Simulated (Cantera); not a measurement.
Cantera with NASA thermochemical tables; ideal gases at 1 bar, condensed phases pure. Values are per mole of reaction as written; species without (g) are pure solids or liquids, kept so even where they would boil at 1 bar.

### Question
Between 623 and 1123 K, where is each reaction favourable under standard conditions?
- 3 F(g) + Al(g) = AlF3(g)

### Answer
- 3 F(g) + Al(g) = AlF3(g): ΔG° is -1548 kJ at 623 K and -1357 kJ at 1123 K; it stays negative (K > 1). ΔH° is -1786 kJ and ΔS° -382 J/K at 1123 K.
